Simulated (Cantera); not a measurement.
A perfectly stirred reactor is fed with CH3OH : O2 : N2 = 0.021 : 0.026 : 1 (molar parts), equivalence ratio 1.2, at 1000000 Pa; it is held at 1450 K, and followed from long to short residence time.

Cantera simulation using GRI-Mech 3.0 (53 species, 325 reactions); the numbers are that mechanism's predictions, not measurements. GRI-Mech 3.0 was tuned for natural gas; its chemistry of methanol as a main component is partial and can be far from experiment. The temperature is held fixed by assumption; the heat of reaction is taken as removed at once.

Problem. What does this change do: pressure from 1000000 Pa to 360000 Pa?

Solution. 
| quantity | before | after |
|---|---|---|
| x(CH3OH) at τ = 1.90 s | 3.83e-7 | 3.28e-7 |
| x(O2) at τ = 1.90 s | 1.13e-5 | 1.23e-5 |
| x(CO) at τ = 1.90 s | 0.00523 | 0.00522 |
| x(H) at τ = 1.90 s | 1.74e-5 | 5.67e-5 |
| x(HO2) at τ = 1.90 s | 3.17e-8 | 1.49e-8 |
| x(CH3OH) at τ = 52.0 ms | 3.18e-6 | 2.55e-6 |
| x(O2) at τ = 52.0 ms | 9.30e-5 | 0.000102 |
| x(CO) at τ = 52.0 ms | 0.00548 | 0.00543 |
| x(H) at τ = 52.0 ms | 7.68e-5 | 0.000265 |
| x(HO2) at τ = 52.0 ms | 3.23e-7 | 1.38e-7 |

Problem. What does this change do: pressure from 1000000 Pa to 88000 Pa?

Solution. 
```tsv
quantity	before	after
x(CH3OH) at τ = 1.90 s	3.83e-7	3.08e-7
x(O2) at τ = 1.90 s	1.13e-5	1.84e-5
x(CO) at τ = 1.90 s	0.00523	0.00520
x(H) at τ = 1.90 s	1.74e-5	0.000245
x(HO2) at τ = 1.90 s	3.17e-8	6.25e-9
x(CH3OH) at τ = 52.0 ms	3.18e-6	2.63e-6
x(O2) at τ = 52.0 ms	9.30e-5	0.000225
x(CO) at τ = 52.0 ms	0.00548	0.00545
x(H) at τ = 52.0 ms	7.68e-5	0.00102
x(HO2) at τ = 52.0 ms	3.23e-7	8.34e-8
```
